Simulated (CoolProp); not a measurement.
Isopentane at several states: fugacity coefficient from the reference equation and from simpler models built on Tc = 460.3 K, pc = 3.378 MPa, ω = 0.227; each cubic takes its own stable root.

Values from CoolProp's reference Helmholtz-energy equation of state, Lemmon 2006. It is a short technical equation, of lower accuracy than the large ones.

| T (K) | p (MPa) | phase | reference |
|---|---|---|---|
| 202.9 | 2.58 | liquid | 0.0002093 |
| 205.1 | 0.814 | liquid | 0.0007192 |
| 190 | 0.0269 | liquid | 0.005152 |
| 339.6 | 0.0248 | gas | 0.9932 |
| 392.2 | 0.0396 | gas | 0.9932 |

Problem. How far does each simpler model (van der Waals, Redlich-Kwong, Soave-Redlich-Kwong, Peng-Robinson) lie from the reference over these 5 states: mean and median of the absolute difference, and the worst?

Solution. 
- van der Waals: mean 6410.9 %, median 7316.6 %, worst +15998.6 % at 190 K and 0.0269 MPa
- Redlich-Kwong: mean 85.8 %, median 138.2 %, worst +148.1 % at 190 K and 0.0269 MPa
- Soave-Redlich-Kwong: mean 1.8 %, median 2.2 %, worst -3.4 % at 190 K and 0.0269 MPa
- Peng-Robinson: mean 6.3 %, median 8.8 %, worst +13.6 % at 190 K and 0.0269 MPa
